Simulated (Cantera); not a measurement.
A closed system holds: 1 mol Si, 0.74 mol HCl, at 850 K and 2180 Torr.

Equilibrium computed with Cantera from the NASA thermochemical tables; the gas is ideal and each condensed phase is pure. Candidate condensed phases: Si; 19 gas species. The tables' values for SiCl₃ are old estimates; treat these amounts as uncertain. Rates play no part.

Base state: H₂ 0.620, SiCl₄ 0.247, SiHCl₃ 0.125, SiH₂Cl₂ 0.00554, HCl 0.00204, SiCl₃ 0.000167, SiH₃Cl 5.84e-5 (mole fractions); condensed: Si(s).

Question: What changes in the equilibrium state with this change: Si replaced by Fe₃O₄?

Answer: 
```tsv
species	before	after
HCl	0.00204	0.501
H₂O	0	0.499
FeCl₂	0	0.000173
H₂	0.620	6.86e-6
SiCl₄	0.247	0
SiHCl₃	0.125	0
SiH₂Cl₂	0.00554	0
SiCl₃	0.000167	0
FeCl₃	0	0.000122
SiH₃Cl	5.84e-5	0
Fe₂Cl₄	0	2.08e-5
Si(s), mol	0.797	0
FeCl₂(s), mol	0	0.246
Fe₂O₃(s), mol	0	0.246
Fe₃O₄(s), mol	0	0.754
```
Condensed phases not in the tables: FeOCl. Further candidate phases: Fe, FeCl₂, FeCl₃, FeO, Fe(OH)₂, Fe(OH)₃, Fe₂O₃, Fe₃O₄, H₂O.
